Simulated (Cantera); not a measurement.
An isothermal, constant-pressure homogeneous reactor starts with 12.3 % CH4, 87.7 % N2, at 1425 K and 2.25 Torr.

Detailed kinetics in Cantera: GRI-Mech 3.0 (53 species, 325 reactions). GRI-Mech 3.0 stops at C3 and has no aromatics, soot or wall deposition, so with more carbon than oxygen in the feed, carbon stays in small species such as C2H2 where larger ones or solid carbon would form. Radical loss at walls, strong at low pressure, is not modelled.

**Question.** Predict: x(CH4) at 60.0 s; x(CH2) at 60.0 s; x(H2) at 60.0 s; x(C2H6) at 60.0 s; x(H) at 60.0 s; x(C2H4) at 60.0 s; x(C2H) at 60.0 s.

**Answer.** 
```
Quantity                                              Value
-----------------  ----------------------------------------
x(CH4) at 60.0 s     0.0663 (gas-phase equilibrium 6.16e-5)
x(CH2) at 60.0 s   1.48e-8 (gas-phase equilibrium 8.84e-11)
x(H2) at 60.0 s        0.0756 (gas-phase equilibrium 0.165)
x(C2H6) at 60.0 s  8.91e-6 (gas-phase equilibrium 5.73e-11)
x(H) at 60.0 s      9.66e-6 (gas-phase equilibrium 5.09e-5)
x(C2H4) at 60.0 s  0.000585 (gas-phase equilibrium 7.36e-6)
x(C2H) at 60.0 s    3.65e-9 (gas-phase equilibrium 8.55e-9)
```
